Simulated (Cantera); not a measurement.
**Catalytic combustion on Pt**

An isothermal plug-flow reactor at 925 K and 3.90 bar (inlet), inlet velocity 0.27 m/s, active area per volume 2300 1/m; feed 0.342 % CH₄, 20.1 % O₂, 79.5 % N₂.

Computed with Cantera and Deutschmann's 1995 Pt surface mechanism with GRI-Mech 3.0 gas chemistry. Catalytic surfaces can have several steady states; this one follows from the mechanism file's or the stated starting coverage. Mass transfer to the wall is taken as infinitely fast.

```
z (m)      x CH₄   x O₂     x H₂O     x CO₂     x CO  θ free Pt   θ O*
-------  -------  -----  --------  --------  -------  ---------  -----
4.4e-05  0.00342  0.201   1.14e-5   5.37e-6  3.13e-7     0.0608  0.939
8.5e-05  0.00341  0.201   2.19e-5   1.05e-5  4.98e-7     0.0608  0.939
0.00016  0.00340  0.201   4.12e-5   1.99e-5  6.84e-7     0.0608  0.939
0.00032  0.00338  0.201   8.22e-5   4.03e-5  8.06e-7     0.0608  0.939
0.00061  0.00334  0.201  0.000156   7.70e-5  8.24e-7     0.0608  0.939
0.0012   0.00327  0.201  0.000303  0.000151  8.08e-7     0.0607  0.939
0.0023   0.00314  0.201  0.000569  0.000283  7.75e-7     0.0607  0.939
0.0044   0.00290  0.200   0.00105  0.000522  7.17e-7     0.0607  0.938
```
x: gas mole fraction; θ: surface coverage.
